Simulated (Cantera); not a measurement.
Predominance diagram of Ca at 1050 K against the partial pressures of O2 and Cl2 (log10, bar). Cantera with NASA thermochemical tables; ideal gases at 1 bar, condensed phases pure. Candidates: Ca(s), CaCl2(l), CaO(s). Only these pure phases compete in this equilibrium. Not in the tables: oxide halides.

### Question
Which phase is stable at these pairs, and which metal-bearing vapour leads over it? (-13.6, -6.4); (-3.7, 1); (-1.2, -9.2); (-13.6, -1.8); (-6.2, -3.6); (-9.9, -5.5); (-11.1, -12)

### Answer
| log p(O2) | log p(Cl2) | phase | chief vapour | log p (bar) |
|---|---|---|---|---|
| -13.6 | -6.4 | CaCl2(l) | CaCl2 | -6.9 |
| -3.7 | 1 | CaCl2(l) | CaCl2 | -6.9 |
| -1.2 | -9.2 | CaO(s) | CaCl2 | -10.1 |
| -13.6 | -1.8 | CaCl2(l) | CaCl2 | -6.9 |
| -6.2 | -3.6 | CaCl2(l) | CaCl2 | -6.9 |
| -9.9 | -5.5 | CaCl2(l) | CaCl2 | -6.9 |
| -11.1 | -12 | CaO(s) | CaCl2 | -7.9 |
